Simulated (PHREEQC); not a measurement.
## Silver or lead bath: speciation

Make-up at 25 °C: 0.0064 mol Pb(NO3)2 and 0.048 mol Cu(NO3)2 per kg of water. Closed to the air; pH follows from the charge balance.

All values are PHREEQC results (ion-association model, wateq4f.dat), not measurements.

pH: 4.38
ionic strength: 0.159 mol/kgw

```csv
species,molality,activity,log γ
NO3-,0.107,0.0762,-0.146
Cu+2,0.0479,0.0168,-0.455
Pb+2,0.00430,0.00141,-0.484
PbNO3+,0.00210,0.00159,-0.121
H+,5.11e-5,4.12e-5,-0.093
Cu2(OH)2+2,2.20e-5,7.22e-6,-0.484
CuOH+,5.52e-6,4.06e-6,-0.133
PbOH+,8.78e-7,6.65e-7,-0.121
Pb2OH+3,2.58e-7,2.10e-8,-1.090
Cu(OH)2,1.98e-7,2.05e-7,0.016
```

This is a speciation only: nothing precipitates in the calculation.
